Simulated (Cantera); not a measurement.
A perfectly stirred reactor is fed with 26.3 % CH₄, 73.7 % H₂O, at 4350 Torr; it is held at 1700 K, and followed from long to short residence time.

Detailed kinetics in Cantera: GRI-Mech 3.0 (53 species, 325 reactions).

x: mole fraction; the columns are a selection and need not sum to one.

| τ (s) | x CH₄ | x H₂O | x C₂H | x CH₂CO | x H₂ | x CH₂ |
|---|---|---|---|---|---|---|
| 0.84 | 0.0313 | 0.367 | 5.19e-9 | ? | 0.457 | 8.65e-9 |
| 0.29 | 0.0439 | 0.421 | 1.12e-8 | ? | 0.407 | 1.64e-8 |
| 0.10 | 0.0586 | 0.487 | 1.95e-8 | ? | 0.344 | 2.87e-8 |
| 0.035 | 0.0789 | 0.555 | 2.71e-8 | ? | 0.276 | 4.43e-8 |
| 0.012 | 0.110 | 0.615 | 2.97e-8 | 5.22e-5 | 0.207 | 6.00e-8 |
| 0.0041 | 0.150 | 0.661 | 2.54e-8 | 4.87e-5 | 0.140 | 7.25e-8 |
| 0.0014 | 0.193 | 0.695 | 1.61e-8 | ? | 0.0821 | 8.28e-8 |
| 0.00049 | 0.226 | 0.719 | 6.59e-9 | ? | 0.0388 | 9.09e-8 |
| 0.00017 | 0.248 | 0.731 | 1.24e-9 | ? | 0.0134 | 8.77e-8 |

What belongs in the gaps?


- 0.84, x CH₂CO: 6.02e-6
- 0.29, x CH₂CO: 1.40e-5
- 0.10, x CH₂CO: 2.72e-5
- 0.035, x CH₂CO: 4.25e-5
- 0.0014, x CH₂CO: 3.26e-5
- 0.00049, x CH₂CO: 1.30e-5
- 0.00017, x CH₂CO: 1.93e-6
